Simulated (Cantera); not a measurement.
Equilibrium for carbothermic reduction: Fe3O4 + C + N2

Feed: 1 mol Fe3O4, 5.6 mol C, 0.75 mol N2, at 1.50 bar.

Method: chemical equilibrium by Gibbs-energy minimisation in Cantera with the NASA 1993 tables (ideal gas, pure condensed phases). Candidate condensed phases: C, Fe, Fe(CO)5, FeO, Fe2O3, Fe3O4; 27 gas species. Iron dissolves carbon and melts from about 1420 K in contact with it, which pure phases cannot show. Condensed phases not in the tables: cementite and carbon dissolved in iron. Kinetics and transport are ignored.

From 1423 K to 1623 K the condensed part is C(graphite) + Fe(γ). At 1723 K the condensed part is C(graphite) + Fe(δ). From 1823 K to 2523 K the condensed part is C(graphite) + Fe(l). The main Fe-bearing gas is Fe throughout.

```json
[
 {"T (K)": "1423", "x CO": "0.840", "x N2": "0.158", "x Fe": "1.78e-8", "x CO2": "0.00144", "x CN": "4.44e-12", "x C2N2": "1.41e-10", "x C3": "<1e-12", "n C(graphite)": "1.61", "n Fe(γ)": "3.00", "n Fe(δ)": "0", "n Fe(l)": "0"},
 {"T (K)": "1523", "x CO": "0.841", "x N2": "0.158", "x Fe": "1.62e-7", "x CO2": "0.000577", "x CN": "5.01e-11", "x C2N2": "7.99e-10", "x C3": "<1e-12", "n C(graphite)": "1.60", "n Fe(γ)": "3.00", "n Fe(δ)": "0", "n Fe(l)": "0"},
 {"T (K)": "1623", "x CO": "0.842", "x N2": "0.158", "x Fe": "1.11e-6", "x CO2": "0.000260", "x CN": "4.19e-10", "x C2N2": "3.66e-9", "x C3": "<1e-12", "n C(graphite)": "1.60", "n Fe(γ)": "3.00", "n Fe(δ)": "0", "n Fe(l)": "0"},
 {"T (K)": "1723", "x CO": "0.842", "x N2": "0.158", "x Fe": "6.08e-6", "x CO2": "0.000129", "x CN": "2.73e-9", "x C2N2": "1.40e-8", "x C3": "<1e-12", "n C(graphite)": "1.60", "n Fe(γ)": "0", "n Fe(δ)": "3.00", "n Fe(l)": "0"},
 {"T (K)": "1823", "x CO": "0.842", "x N2": "0.158", "x Fe": "2.71e-5", "x CO2": "6.93e-5", "x CN": "1.45e-8", "x C2N2": "4.64e-8", "x C3": "<1e-12", "n C(graphite)": "1.60", "n Fe(γ)": "0", "n Fe(δ)": "0", "n Fe(l)": "3.00"},
 {"T (K)": "1923", "x CO": "0.842", "x N2": "0.158", "x Fe": "9.87e-5", "x CO2": "3.99e-5", "x CN": "6.44e-8", "x C2N2": "1.35e-7", "x C3": "2.56e-12", "n C(graphite)": "1.60", "n Fe(γ)": "0", "n Fe(δ)": "0", "n Fe(l)": "3.00"},
 {"T (K)": "2023", "x CO": "0.842", "x N2": "0.158", "x Fe": "0.000314", "x CO2": "2.44e-5", "x CN": "2.46e-7", "x C2N2": "3.56e-7", "x C3": "3.23e-11", "n C(graphite)": "1.60", "n Fe(γ)": "0", "n Fe(δ)": "0", "n Fe(l)": "3.00"},
 {"T (K)": "2123", "x CO": "0.841", "x N2": "0.158", "x Fe": "0.000889", "x CO2": "1.56e-5", "x CN": "8.30e-7", "x C2N2": "8.52e-7", "x C3": "3.19e-10", "n C(graphite)": "1.60", "n Fe(γ)": "0", "n Fe(δ)": "0", "n Fe(l)": "3.00"},
 {"T (K)": "2223", "x CO": "0.840", "x N2": "0.158", "x Fe": "0.00228", "x CO2": "1.05e-5", "x CN": "2.50e-6", "x C2N2": "1.89e-6", "x C3": "2.55e-9", "n C(graphite)": "1.60", "n Fe(γ)": "0", "n Fe(δ)": "0", "n Fe(l)": "2.99"},
 {"T (K)": "2323", "x CO": "0.838", "x N2": "0.157", "x Fe": "0.00536", "x CO2": "7.24e-6", "x CN": "6.84e-6", "x C2N2": "3.89e-6", "x C3": "1.70e-8", "n C(graphite)": "1.60", "n Fe(γ)": "0", "n Fe(δ)": "0", "n Fe(l)": "2.97"},
 {"T (K)": "2423", "x CO": "0.832", "x N2": "0.156", "x Fe": "0.0117", "x CO2": "5.15e-6", "x CN": "1.72e-5", "x C2N2": "7.52e-6", "x C3": "9.61e-8", "n C(graphite)": "1.60", "n Fe(γ)": "0", "n Fe(δ)": "0", "n Fe(l)": "2.94"},
 {"T (K)": "2523", "x CO": "0.822", "x N2": "0.154", "x Fe": "0.0239", "x CO2": "3.72e-6", "x CN": "3.99e-5", "x C2N2": "1.37e-5", "x C3": "4.72e-7", "n C(graphite)": "1.60", "n Fe(γ)": "0", "n Fe(δ)": "0", "n Fe(l)": "2.88"}
]
```
x: gas mole fraction; n: condensed amount in mol.
